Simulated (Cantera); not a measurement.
An isothermal, constant-pressure homogeneous reactor starts with N2O : N2 = 1 : 1 (molar parts), at 1398 K and 2500 Pa. Integrator tolerance rtol = 1e-08.

Detailed kinetics in Cantera: GRI-Mech 3.0 (53 species, 325 reactions). GRI-Mech 3.0 was tuned for natural gas; its chemistry of N2O as a main component is partial and can be far from experiment. Radical loss at walls, strong at low pressure, is not modelled. The mechanism lacks the step 2 NO + O2 → 2 NO2, which can matter for NO2 below about 1400 K. The temperature is held fixed by assumption; the heat of reaction is taken as removed at once.

```
quantity                                           before                                     after
----------------  ---------------------------------------  ----------------------------------------
x(N2O) at 3.00 s    0.136 (gas-phase equilibrium 7.16e-9)   1.19e-6 (gas-phase equilibrium 4.25e-8)
x(O2) at 3.00 s       0.117 (gas-phase equilibrium 0.200)       0.169 (gas-phase equilibrium 0.200)
x(NO2) at 3.00 s  1.49e-5 (gas-phase equilibrium 8.13e-7)  0.000387 (gas-phase equilibrium 4.82e-6)
x(NO) at 3.00 s   0.0569 (gas-phase equilibrium 0.000707)   0.0617 (gas-phase equilibrium 0.000707)
x(N2) at 3.00 s       0.690 (gas-phase equilibrium 0.800)       0.769 (gas-phase equilibrium 0.800)
x(O) at 3.00 s    2.45e-5 (gas-phase equilibrium 2.61e-6)   4.05e-7 (gas-phase equilibrium 4.40e-7)
```

### Question
What was changed between the two runs?
A. N2 1 to 0.34 parts
B. pressure from 2500 Pa to 88000 Pa
C. N2O 1 to 0.5 parts
D. pressure from 2500 Pa to 4400 Pa

### Answer
B, pressure from 2500 Pa to 88000 Pa
